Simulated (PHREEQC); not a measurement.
A solution holds 0.11 mol FeCl3, 0.00021 mol ZnCl2, 0.098 mol H2SO4 and 0.0017 mol NaCl per kg of water, at 25 °C. Closed to the air; pH follows from the charge balance.

Computed with PHREEQC (ion-association model, wateq4f.dat).

- pH: 0.96
- ionic strength: 0.434 mol/kgw
- activity of water: 0.990
- total alkalinity: -416 meq/kg

| species | molality | activity | log γ |
|---|---|---|---|
| Cl- | 0.287 | 0.187 | -0.185 |
| H+ | 0.143 | 0.110 | -0.114 |
| FeSO4+ | 0.0341 | 0.0235 | -0.161 |
| FeCl+2 | 0.0296 | 0.00671 | -0.646 |
| HSO4- | 0.0287 | 0.0194 | -0.170 |
| FeHSO4+2 | 0.0243 | 0.00694 | -0.545 |
| Fe+3 | 0.0126 | 0.00118 | -1.026 |
| SO4-2 | 0.00833 | 0.00181 | -0.663 |
| FeCl2+ | 0.00768 | 0.00561 | -0.136 |
| Na+ | 0.00168 | 0.00120 | -0.148 |
| Fe(SO4)2- | 0.00127 | 0.000930 | -0.136 |

Precipitation was switched off in this run. Saturation is exceeded, for instance for Hematite (slow to form), Goethite (slow to form); the values hold only as long as no solid forms.
